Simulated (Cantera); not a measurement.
An isothermal, constant-pressure homogeneous reactor starts with 1.95 % CH₄, 0.371 % O₂, 97.7 % N₂, equivalence ratio 11, at 1500 K and 3.10 bar.

Cantera simulation using GRI-Mech 3.0 (53 species, 325 reactions); the numbers are that mechanism's predictions, not measurements. GRI-Mech 3.0 stops at C3 and has no aromatics, soot or wall deposition, so with more carbon than oxygen in the feed, carbon stays in small species such as C2H2 where larger ones or solid carbon would form.

x: mole fraction; the columns are a selection and need not sum to one.

```
t (s)       x CH₄      x O₂     x HCO     x HCN    x H₂O₂      x H₂     x CO₂
--------  -------  --------  --------  --------  --------  --------  --------
1.00e-6    0.0195   0.00371    <1e-12    <1e-12  1.65e-12   5.59e-9    <1e-12
4.03e-6    0.0195   0.00371    <1e-12    <1e-12  1.90e-11   4.22e-8    <1e-12
1.63e-5    0.0195   0.00371    <1e-12    <1e-12  1.19e-10   2.03e-7    <1e-12
6.55e-5    0.0195   0.00371    <1e-12    <1e-12  4.05e-10   8.66e-7  3.34e-11
0.000264   0.0195   0.00371  3.61e-12    <1e-12  5.48e-10   3.80e-6       ___
0.00107    0.0195   0.00371  7.54e-11    <1e-12  4.28e-10   1.95e-5       ___
0.00430    0.0193   0.00366  7.08e-10  1.93e-12  5.98e-10  0.000134       ___
0.0173     0.0178   0.00326   2.22e-9  8.71e-11  9.72e-10   0.00141       ___
0.0698     0.0121  0.000769  5.82e-10   8.69e-9  4.45e-10   0.00817       ___
0.282     0.00876   8.65e-6  1.71e-11   2.04e-8  6.29e-12    0.0129       ___
1.14      0.00500    <1e-12  1.77e-11   2.84e-8    <1e-12    0.0187       ___
4.58      0.00202    <1e-12  2.41e-11   4.41e-8    <1e-12    0.0235       ___
18.5      0.00123    <1e-12  3.63e-11   7.58e-8    <1e-12    0.0265       ___
74.4      0.00108    <1e-12  5.54e-11   1.47e-7    <1e-12    0.0294       ___
300       0.00102    <1e-12  6.38e-11   3.72e-7    <1e-12    0.0306       ___
```

Fill in the missing entries.


- 0.000264, x CO₂: 1.55e-9
- 0.00107, x CO₂: 4.15e-8
- 0.00430, x CO₂: 5.85e-7
- 0.0173, x CO₂: 1.08e-5
- 0.0698, x CO₂: 0.000121
- 0.282, x CO₂: 0.000178
- 1.14, x CO₂: 0.000218
- 4.58, x CO₂: 0.000198
- 18.5, x CO₂: 0.000165
- 74.4, x CO₂: 6.26e-5
- 300, x CO₂: 1.01e-6
